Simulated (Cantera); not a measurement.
What does this Cantera script print?

```python
import numpy as np
import cantera as ct

gas = ct.Solution("gri30.yaml")
gas.TPX = 823, 1000000, {'CH4': 1, 'C2H6': 0.47, 'O2': 4.1, 'N2': 30.3}
inlet = ct.Reservoir(gas, clone=True)
gas.equilibrate("HP")  # start burning
reactor = ct.IdealGasConstPressureReactor(gas, energy="on", clone=False)
exhaust = ct.Reservoir(gas, clone=True)
tau = [0.045, 0.018, 0.0071, 0.0028, 0.0011, 0.00045, 0.00018, 7.2e-05, 2.9e-05, 1.1e-05, 4.5e-06][0]
for a, b in ((inlet, reactor), (reactor, exhaust)):
    ct.MassFlowController(a, b, mdot=lambda t: reactor.mass / tau)
net = ct.ReactorNet([reactor])
show = ['CH4', 'C2H6', 'O2', 'H', 'CO', 'NO', 'OH']

rows = []
print(f"{'tau/s':>10s}{'T/K':>9s}" + "".join(f"{s:>11s}" for s in show))
for tau in [0.045, 0.018, 0.0071, 0.0028, 0.0011, 0.00045, 0.00018, 7.2e-05, 2.9e-05, 1.1e-05, 4.5e-06]:
    net.initial_time = 0.0
    net.advance(30 * tau)
    before = gas.X
    net.advance(40 * tau)
    drift = np.max(np.abs(gas.X - before) / (gas.X + 1e-9))
    rows.append([gas.T, *gas[show].X, drift])
    print(f"{tau:10.3e}{gas.T:9.1f}" + "".join(f"{x:11.3e}" for x in gas[show].X))
```

It prints:

```
     tau/s      T/K        CH4       C2H6         O2          H         CO         NO         OH
 4.500e-02   1931.6  2.999e-06  2.076e-07  1.266e-02  7.200e-06  3.348e-04  6.490e-05  5.432e-04
 1.800e-02   1928.8  5.724e-06  4.494e-07  1.279e-02  1.385e-05  5.586e-04  5.323e-05  6.569e-04
 7.100e-03   1923.8  1.073e-05  9.499e-07  1.302e-02  2.895e-05  9.694e-04  4.873e-05  8.176e-04
 2.800e-03   1915.3  2.016e-05  1.959e-06  1.346e-02  6.161e-05  1.687e-03  4.691e-05  1.022e-03
 1.100e-03   1901.3  3.881e-05  4.013e-06  1.423e-02  1.285e-04  2.909e-03  4.518e-05  1.260e-03
 4.500e-04   1879.7  7.610e-05  8.074e-06  1.549e-02  2.452e-04  4.830e-03  4.211e-05  1.483e-03
 1.800e-04   1843.7  1.685e-04  1.773e-05  1.779e-02  4.262e-04  8.155e-03  3.485e-05  1.612e-03
 7.200e-05   1755.5  6.427e-04  6.347e-05  2.441e-02  5.028e-04  1.645e-02  1.397e-05  1.111e-03
 2.900e-05    823.0  2.788e-02  1.310e-02  1.143e-01  2.869e-19 -8.896e-16 -1.886e-19  2.112e-17
 1.100e-05    823.0  2.788e-02  1.310e-02  1.143e-01  1.449e-19  1.167e-20  2.398e-24  8.294e-18
 4.500e-06    823.0  2.788e-02  1.310e-02  1.143e-01  9.089e-20  4.682e-23  4.250e-27  3.401e-18
```

Computed with Cantera and GRI-Mech 3.0 (53 species, 325 reactions).
